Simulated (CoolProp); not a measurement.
Vapour-liquid equilibrium of carbon dioxide (1) + R124 (2) at -4.85 °C; x and y are mole fractions of (1).

Computed with CoolProp (multi-fluid Helmholtz-energy mixture model, Span 1996 and de Vries 1995; pair parameters Bell 2016).

Problem. Give the bubble pressure and the first vapour's composition at x = 0.05, 0.75, 0.95. Is there an azeotrope?

Solution. x = 0.05: 0.2653 MPa, y = 0.495; x = 0.75: 2.120 MPa, y = 0.970; x = 0.95: 2.854 MPa, y = 0.995. No azeotrope shows between x = 0.05 and 0.95.

Pair parameters are fitted to limited data, so mixtures are less certain than the pure fluids.
